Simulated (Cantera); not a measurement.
Feed: 1 mol Si₃N₄, 890 mol H₂, 35 mol N₂, held at 1625 K and 87.0 Pa.

Cantera equilibrium calculation (NASA polynomials, part measured and part estimated; ideal gas, pure solids and liquids). Candidate condensed phases: Si, Si₃N₄; 18 gas species. Kinetics and transport are ignored.

Base state: H₂ 0.958, N₂ 0.0399, H 0.00234, Si 0.000187, SiH 1.08e-5 (mole fractions); condensed: Si(s).

### Question
What changes in the equilibrium state with this change: temperature from 1625 K to 948 K?

### Answer
```json
[
 {"species": "H₂", "before": "0.958", "after": "0.962"},
 {"species": "N₂", "before": "0.0399", "after": "0.0378"},
 {"species": "H", "before": "0.00234", "after": "1.74e-8"},
 {"species": "Si", "before": "0.000187", "after": "<1e-9"},
 {"species": "SiH", "before": "1.08e-5", "after": "<1e-9"},
 {"species": "Si(s), mol", "before": "2.81", "after": "0"},
 {"species": "Si₃N₄(s), mol", "before": "0", "after": "1.00"}
]
```
